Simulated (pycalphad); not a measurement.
CALPHAD calculation (pycalphad, COST 507 light-alloy database (1999)), 1 atm. The database dates from 1999; later assessments differ in places, in temperatures and in the compounds included. Phase fractions are per mole of atoms.

Q: Give the equilibrium state of Si-2.035Fe-82.51Al (wt.%) at 650 K.

A: fcc, fraction 0.794, with <0.01 Fe, 99.81 Al wt.%; diamond (Si), fraction 0.140, with no Fe, <0.01 Al wt.%; ALFESI_BETA, fraction 0.067, with 26.6 Fe, 60.0 Al wt.%.

Q: Give the equilibrium state of Si-2.035Fe-82.51Al (wt.%) at 900 K.

A: liquid, fraction 0.981, with 1.5 Fe, 83.3 Al wt.%; ALFESI_DELTA, fraction 0.019, with 26.5 Fe, 46.9 Al wt.%.

Database names, with the compositions (at.%) that they take in these runs: ALFESI_DELTA: Al 55 Si 30 Fe 15; ALFESI_BETA: Al 70 Si 15 Fe 15. An entry "none" or "no" means that the model of the phase leaves that element out.
